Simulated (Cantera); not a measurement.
**Pb + H2 (iron carbonyl, mercury and lead vapours)**

Feed: 1 mol Pb, 3.8 mol H2, at 848 K and 0.00350 bar.

These are equilibrium values from Cantera (NASA tables, ideal gas, pure condensed phases), not measurements of a reactor. Candidate condensed phases: Pb; 4 gas species. Rates play no part.

The x(H2) comes out as 1.000 and the x(Pb) is 8.55e-5. The n(Pb(l)) comes out as 1.000 mol and the gas amount is 3.800 mol.
